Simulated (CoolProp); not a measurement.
The numbers come from the reference Helmholtz-energy equation of state, Gao 2022 in CoolProp.

**Question.** For n-perfluorohexane, give the phase and the density (kg/m³), cp (kJ/(kg K)), isothermal compressibility (1/MPa), expansivity (1/kK) at 234.2 K and 6.22 MPa.

**Answer.** 
- 234.2 K and 6.22 MPa: liquid; density 1870, cp 0.944, isothermal compressibility 0.00133, expansivity 1.42
